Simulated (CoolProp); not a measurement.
A Linde-Hampson liquefier for CF4 (R14): isothermal reversible compression at 320 K from 1 atm to 30 MPa, throttling to 1 atm, return gas leaving the recuperator 2 K below the feed. Each further row changes one setting.

Values from CoolProp's reference Helmholtz-energy equation of state, Platzer 1990. This equation is an older, rougher fit; its heat capacities, sound speeds and derivatives of the liquid may be far off and weren't checked against measurements.

```tsv
case	liquid yield per pass	compression work (kJ/kg of gas)
as stated	0.245	159
warm-end temperature 350 K	0.192	179
warm-end gap 7 K	0.233	159
```
